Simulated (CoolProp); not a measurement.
Properties of tetrahydrofuran along the isobar 4.03 bar.

Computed with CoolProp (reference Helmholtz-energy equation of state, Fiedler 2023).

| T (K) | phase | speed of sound (m/s) | Joule-Thomson coefficient (K/MPa) | expansivity (1/kK) |
|---|---|---|---|---|
| 225 | liquid | 1635 | -0.5171 | 1.094 |
| 229.5 | liquid | 1614 | -0.5125 | 1.101 |
| 233.9 | liquid | 1592 | -0.5076 | 1.107 |
| 238.3 | liquid | 1571 | -0.5026 | 1.114 |
| 242.8 | liquid | 1549 | -0.4971 | 1.121 |
| 247.2 | liquid | 1528 | -0.4915 | 1.129 |
| 251.6 | liquid | 1506 | -0.4857 | 1.137 |
| 256 | liquid | 1485 | -0.4797 | 1.145 |
| 260.5 | liquid | 1463 | -0.4734 | 1.154 |
| 264.9 | liquid | 1441 | -0.4670 | 1.163 |
| 269.3 | liquid | 1420 | -0.4604 | 1.173 |
| 273.8 | liquid | 1398 | -0.4535 | 1.183 |
| 278.2 | liquid | 1376 | -0.4466 | 1.193 |
| 282.6 | liquid | 1354 | -0.4395 | 1.204 |
